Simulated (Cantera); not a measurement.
A closed system holds: 1 mol TiO₂, 3.8 mol Cl₂, 0.19 mol O₂, equilibrated at 1825 K and 0.210 bar.

Method: chemical equilibrium by Gibbs-energy minimisation in Cantera with the NASA 1993 tables (ideal gas, pure condensed phases). Rates play no part.

```
species              before     after
-----------------  --------  --------
Cl                    0.501     0.886
Cl₂                   0.418    0.0831
O₂                   0.0576    0.0283
TiCl₄                0.0221   0.00178
ClO                0.000959  0.000300
O                   8.05e-5  0.000224
TiCl₃              0.000134   9.59e-5
TiOCl₂             0.000315  0.000355
TiO₂(rutile), mol     0.880     0.984
```
Gas species are given as mole fractions.

Q: Which change was made?
(A) O₂ from 0.19 to 18 mol
(B) pressure from 0.210 bar to 13.3 mbar
(C) O₂ from 0.19 to 0.98 mol
(D) temperature from 1825 K to 825 K

A: B, pressure from 0.210 bar to 13.3 mbar
